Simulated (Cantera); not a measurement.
**Si + HCl + N2 (silicon etching in halogen gases)**

Input: 1 mol Si, 24 mol HCl, 1.9 mol N2, at 1227 °C and 3.20 Pa.

These are equilibrium values from Cantera (NASA tables, ideal gas, pure condensed phases), not measurements of a reactor. Candidate condensed phases: NH4Cl, Si, Si3N4; 28 gas species. The tables' values for SiCl3 are old estimates; treat these amounts as uncertain. Rates play no part.

The x(HCl) comes out as 0.833 and the x(N2) is 0.0731. The x(H2) is 0.0444, the x(SiCl2) is 0.0361 and the x(Cl) is 0.00992. The x(SiCl3) is 0.00201. The x(H) is 0.000656 and the x(SiCl4) is 0.000356. The x(SiCl) is 3.86e-6. The gas amount is 26.00 mol and the log10 activity of Si(s) (absent) is -3.14.
